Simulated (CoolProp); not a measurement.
Values from CoolProp's reference Helmholtz-energy equation of state, Akasaka 2023.

### Question
For R1336mzz(E), give the phase and the density (kg/m³) at -22.95 °C and 57 bar; -8.85 °C and 57 bar; 19.25 °C and 57 bar.

### Answer
- -22.95 °C and 57 bar: liquid; density 1470
- -8.85 °C and 57 bar: liquid; density 1440
- 19.25 °C and 57 bar: liquid; density 1360
